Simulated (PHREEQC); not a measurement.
Solution (5 °C): 26 mmol/kgw Na2S. Closed to the air; pH follows from the charge balance.

Equilibrium calculation in PHREEQC: ion-association model, phreeqc.dat.

```tsv
quantity	before	after
pH	12.90	12.36
ionic strength (mol/kgw)	0.0594	0.0108
```

Name the change that produced these shifts.
A. 0.038 mol/kgw H2SO4 added
B. Na2S from 0.026 to 0.0234 mol/kgw
C. diluted 5-fold with water
D. Na2S replaced by NaHCO3 at the same molality
E. 0.0028 mol/kgw KCl added

C, diluted 5-fold with water

This is a speciation only: nothing precipitates in the calculation. With this much S-2 the pH rests on the database's HS-/S-2 constant; if that pK is higher, the solution is more alkaline. At this temperature some constants are extrapolated from 25 °C, and those without enthalpy data are left unchanged. The database's pK near 12.9 for HS-/S-2 is now thought far too low, so its S-2 is overstated.
